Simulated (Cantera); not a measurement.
A perfectly stirred reactor is fed with 10.5 % CH₄, 89.5 % H₂, at 0.443 Torr; it is held at 1525 K, and followed from long to short residence time.

Computed with Cantera and GRI-Mech 3.0 (53 species, 325 reactions). GRI-Mech 3.0 stops at C3 and has no aromatics, soot or wall deposition, so with more carbon than oxygen in the feed, carbon stays in small species such as C2H2 where larger ones or solid carbon would form. Radical loss at walls, strong at low pressure, is not modelled.

x: mole fraction; the columns are a selection and need not sum to one.

```json
[
 {"τ (s)": "7.5", "x CH₄": "0.0963", "x H₂": "0.899", "x C₂H": "2.15e-9", "x C₂H₂": "0.00344", "x C₂H₆": "4.75e-6", "x C₂H₄": "0.000333"},
 {"τ (s)": "1.8", "x CH₄": "0.105", "x H₂": "0.895", "x C₂H": "1.06e-11", "x C₂H₂": "[?]", "x C₂H₆": "[?]", "x C₂H₄": "[?]"},
 {"τ (s)": "0.41", "x CH₄": "0.105", "x H₂": "0.895", "x C₂H": "<1e-12", "x C₂H₂": "[?]", "x C₂H₆": "[?]", "x C₂H₄": "[?]"},
 {"τ (s)": "0.097", "x CH₄": "0.105", "x H₂": "0.895", "x C₂H": "<1e-12", "x C₂H₂": "2.76e-10", "x C₂H₆": "1.65e-9", "x C₂H₄": "1.47e-8"},
 {"τ (s)": "0.023", "x CH₄": "0.105", "x H₂": "0.895", "x C₂H": "<1e-12", "x C₂H₂": "<1e-12", "x C₂H₆": "3.59e-11", "x C₂H₄": "1.93e-10"},
 {"τ (s)": "0.0053", "x CH₄": "0.105", "x H₂": "0.895", "x C₂H": "<1e-12", "x C₂H₂": "<1e-12", "x C₂H₆": "<1e-12", "x C₂H₄": "2.07e-12"},
 {"τ (s)": "0.0013", "x CH₄": "0.105", "x H₂": "0.895", "x C₂H": "<1e-12", "x C₂H₂": "<1e-12", "x C₂H₆": "<1e-12", "x C₂H₄": "<1e-12"}
]
```

Q: Fill in the missing entries.

A: 
- 1.8, x C₂H₂: 5.46e-5
- 1.8, x C₂H₆: 8.84e-7
- 1.8, x C₂H₄: 5.54e-5
- 0.41, x C₂H₂: 1.09e-7
- 0.41, x C₂H₆: 4.45e-8
- 0.41, x C₂H₄: 1.05e-6
